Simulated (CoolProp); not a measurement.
Ethane along the isotherm -89.65 °C: density (kg/m³) from the reference equation and from simpler models built on Tc = 32.2 °C, pc = 48.72 bar, ω = 0.099; each cubic takes its own stable root.

Computed with CoolProp (reference Helmholtz-energy equation of state, Bücker 2006).

```json
[
 {"p (bar)": "0.077", "phase": "gas", "reference": "0.1521"},
 {"p (bar)": "0.13", "phase": "gas", "reference": "0.2573"},
 {"p (bar)": "0.219", "phase": "gas", "reference": "0.4347"},
 {"p (bar)": "0.37", "phase": "gas", "reference": "0.7381"},
 {"p (bar)": "0.625", "phase": "gas", "reference": "1.258"},
 {"p (bar)": "1.05", "phase": "liquid", "reference": "545.2"},
 {"p (bar)": "1.78", "phase": "liquid", "reference": "545.2"},
 {"p (bar)": "3", "phase": "liquid", "reference": "545.4"},
 {"p (bar)": "5.07", "phase": "liquid", "reference": "545.6"},
 {"p (bar)": "8.55", "phase": "liquid", "reference": "545.9"},
 {"p (bar)": "14.4", "phase": "liquid", "reference": "546.5"},
 {"p (bar)": "24.4", "phase": "liquid", "reference": "547.4"}
]
```

Question: How far does each simpler model (van der Waals, Redlich-Kwong, Soave-Redlich-Kwong, Peng-Robinson) lie from the reference over these 12 states: mean and median of the absolute difference, and the worst?

Answer: 
- van der Waals: mean 36.5 %, median 34.5 %, worst -99.6 % at -89.65 °C and 1.05 bar
- Redlich-Kwong: mean 2.4 %, median 3.9 %, worst -4.0 % at -89.65 °C and 1.05 bar
- Soave-Redlich-Kwong: mean 2.1 %, median 3.5 %, worst -3.7 % at -89.65 °C and 1.05 bar
- Peng-Robinson: mean 5.2 %, median 8.8 %, worst +8.9 % at -89.65 °C and 24.4 bar

At some of these states van der Waals gives the other phase, because its saturation line lies elsewhere.
